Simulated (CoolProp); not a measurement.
Properties of carbon monoxide along the isotherm 196 K.

Computed with CoolProp (reference Helmholtz-energy equation of state, Lemmon 2006). It is a short technical equation, of lower accuracy than the large ones.

```tsv
p (MPa)	phase	density (kg/m³)	cp (kJ/(kg K))	Joule-Thomson coefficient (K/MPa)	isothermal compressibility (1/MPa)
3.18	gas	59.77	1.235	4.987	0.3423
6.36	supercritical	129.9	1.507	4.125	0.1804
9.54	supercritical	206.1	1.780	3.068	0.1162
12.7	supercritical	277.9	1.931	2.100	0.07556
15.9	supercritical	338.2	1.948	1.369	0.04932
19.1	supercritical	385.5	1.907	0.8779	0.03388
22.3	supercritical	422.9	1.855	0.5502	0.02474
25.4	supercritical	452.4	1.810	0.3302	0.01919
28.6	supercritical	477.9	1.771	0.1665	0.01537
31.8	supercritical	499.8	1.740	0.04484	0.01271
35	supercritical	518.8	1.713	-0.04850	0.01077
```
